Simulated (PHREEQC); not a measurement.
0.36 g of hydrous ferric oxide (600 m²/g; 0.2 weak and 0.005 strong sites per Fe, Dzombak-Morel constants, diffuse double layer) in 1 kg of water with 0.05 mol/kgw of an inert sodium salt and 1.8e-05 mol Na2HAsO4 and 0.00017 mol ZnSO4, at 25 °C; the pH is set by adding NaOH or the inert anion's acid. O2 is buffered at 0.21 atm. The system is closed to CO2. Nothing may precipitate in this run.

Base run: PHREEQC, ion-association model, wateq4f.dat. Each further column changes one thing. The table gives Zn sorbed (%).

```tsv
pH	base	no electrostatic term (-no_edl)	background salt from 0.05 to 0.005 mol/kgw	oxide from 0.36 to 1.8 g/kgw
3	0.0	0.0	0.0	0.0
3.67	0.0	0.0	0.0	0.0
4.33	0.2	0.2	0.2	0.8
5	2.8	3.5	3.3	10.4
5.67	11.4	14.1	12.4	43.8
6.33	30.0	49.5	34.7	78.9
7	75.0	92.5	79.1	97.5
7.67	96.7	99.1	97.4	99.8
8.33	99.7	99.8	99.8	100.0
9	99.9	99.5	99.9	100.0
9.67	99.9	95.0	99.9	100.0
10.33	99.8	55.3	99.9	100.0
11	99.2	13.8	99.7	100.0
```

The database has no arsenate complexes of Zn. The oxide is taken as insoluble; below pH 4 it would dissolve. In at least one series the solution becomes supersaturated in solids that the run did not let form, among them Zn(OH)2-a.
